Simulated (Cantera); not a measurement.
Equilibrium for metals in furnace atmospheres: Fe + O₂ + N₂ + SO₂

Input: 1 mol Fe, 0.039 mol O₂, 46 mol N₂, 0.014 mol SO₂, held at 998.15 K and 0.760 bar.

These are equilibrium values from Cantera (NASA tables, ideal gas, pure condensed phases), not measurements of a reactor. Candidate condensed phases: Fe, FeO, FeS, FeSO₄, FeS₂, Fe₂O₃, Fe₂(SO₄)₃, Fe₃O₄, S; 19 gas species. The tables' stoichiometric FeO is somewhat more stable than real wüstite, so its field is too wide. FeO, FeS: taken at fixed stoichiometry. Kinetics and transport are ignored.

```yaml
x(N₂): 1.00
n(Fe(α)): 0.880 mol
n(FeO(s)): 0.106 mol
n(FeS(s)): 0.0140 mol
gas_amount: 46.00 mol
log10 activity of S(l) (absent): -5.47
```
